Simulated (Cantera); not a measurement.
A Cantera script and its output.

```python
import numpy as np
import cantera as ct

gas = ct.Solution("gri30.yaml")
gas.TPX = 1175, 180000, {'CH4': 1, 'C2H6': 0.023, 'C3H8': 0.82, 'O2': 7.68, 'N2': 28.9}
reactor = ct.IdealGasReactor(gas, energy="on", clone=False)
net = ct.ReactorNet([reactor])
net.rtol, net.atol = 1e-08, 1e-16
show = ['CH4', 'C2H6', 'C3H8', 'H2', 'O', 'CH2O', 'C2H2']
times = np.geomspace(5e-06, 3, 11)

steps = ct.SolutionArray(gas, extra=["t"])
rows = []
print(f"{'t/s':>10s}{'T/K':>9s}{'P/Pa':>11s}" + "".join(f"{s:>11s}" for s in show))
for t in times:
    while net.time < t:
        t_next = net.step()
        steps.append(gas.state, t=t_next)
    rows.append([np.interp(t, steps.t, y) for y in (steps.T, steps.P, *steps(*show).X.T)])
    print(f"{t:10.3e}{rows[-1][0]:9.1f}{rows[-1][1]:11.4g}" + "".join(f"{x:11.3e}" for x in rows[-1][2:]))
rate = np.gradient(steps.T, steps.t)
print("integrator steps:", len(steps.t))
if steps.T.max() > steps.T[0] + 200:
    print(f"time of steepest temperature rise: {steps.t[rate.argmax()]:.4e} s")
gas.TPX = 1175, 180000, {'CH4': 1, 'C2H6': 0.023, 'C3H8': 0.82, 'O2': 7.68, 'N2': 28.9}
gas.equilibrate("UV")
print(f"equilibrium (UV): T = {gas.T:.1f} K  " + "  ".join(f"{s} {gas[s].X[0]:.3e}" for s in show))
```

Output:

```
       t/s      T/K       P/Pa        CH4       C2H6       C3H8         H2          O       CH2O       C2H2
 5.000e-06   1175.0    1.8e+05  2.603e-02  5.986e-04  2.134e-02  1.854e-08  4.894e-10  1.413e-09  4.751e-15
 1.891e-05   1175.0    1.8e+05  2.603e-02  5.986e-04  2.134e-02  1.013e-07  6.527e-10  2.593e-08  1.477e-13
 7.155e-05   1175.0    1.8e+05  2.603e-02  5.986e-04  2.133e-02  5.768e-07  1.570e-09  6.203e-07  6.048e-12
 2.707e-04   1174.9    1.8e+05  2.603e-02  6.029e-04  2.129e-02  7.639e-06  6.473e-09  1.618e-05  6.332e-10
 1.024e-03   1175.4  1.801e+05  2.603e-02  6.594e-04  2.103e-02  5.268e-05  8.097e-09  1.179e-04  2.697e-08
 3.873e-03   1179.1  1.809e+05  2.605e-02  9.189e-04  1.970e-02  3.231e-04  1.639e-08  5.986e-04  7.015e-07
 1.465e-02   2780.8  4.452e+05  6.967e-16  4.062e-30  6.329e-44  5.813e-03  4.705e-03  2.306e-10  6.620e-19
 5.542e-02   2780.8  4.452e+05  6.967e-16  4.062e-30  6.329e-44  5.813e-03  4.705e-03  2.306e-10  6.620e-19
 2.096e-01   2780.8  4.452e+05  6.967e-16  4.062e-30  6.329e-44  5.813e-03  4.705e-03  2.306e-10  6.620e-19
 7.931e-01   2780.8  4.452e+05  6.967e-16  4.062e-30  6.329e-44  5.813e-03  4.705e-03  2.306e-10  6.620e-19
 3.000e+00   2780.8  4.452e+05  6.967e-16  4.062e-30  6.329e-44  5.813e-03  4.705e-03  2.306e-10  6.620e-19
integrator steps: 2327
time of steepest temperature rise: 8.0825e-03 s
equilibrium (UV): T = 2780.8 K  CH4 9.436e-16  C2H6 6.937e-30  C3H8 1.146e-43  H2 5.813e-03  O 4.705e-03  CH2O 2.306e-10  C2H2 7.143e-19
```

Model: GRI-Mech 3.0 (53 species, 325 reactions), integrated in Cantera. GRI-Mech 3.0 was tuned for natural gas; its chemistry of propane as a main component is partial and can be far from experiment.
